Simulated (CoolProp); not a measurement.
Tetradecamethylhexasiloxane (MD4M) at several states: fugacity coefficient from the reference equation and from simpler models built on Tc = 653.2 K, pc = 8.286 bar, ω = 0.800; each cubic takes its own stable root.

Model: reference Helmholtz-energy equation of state, Thol 2019, in CoolProp.

```json
[
 {"T (K)": "619.5", "p (bar)": "0.34", "phase": "gas", "reference": "0.9799"},
 {"T (K)": "359.5", "p (bar)": "5.71", "phase": "liquid", "reference": "0.0002545"},
 {"T (K)": "268.8", "p (bar)": "27.7", "phase": "liquid", "reference": "1.259e-8"}
]
```

Q: How far does each simpler model (van der Waals, Redlich-Kwong, Soave-Redlich-Kwong, Peng-Robinson) lie from the reference over these 3 states: mean and median of the absolute difference, and the worst?

A: 
- van der Waals: mean 16375856.5 %, median 33149.5 %, worst +49094419.5 % at 268.8 K and 27.7 bar
- Redlich-Kwong: mean 169294.8 %, median 4886.2 %, worst +502997.7 % at 268.8 K and 27.7 bar
- Soave-Redlich-Kwong: mean 76.8 %, median 22.5 %, worst +207.5 % at 268.8 K and 27.7 bar
- Peng-Robinson: mean 154.3 %, median 50.5 %, worst +412.5 % at 268.8 K and 27.7 bar
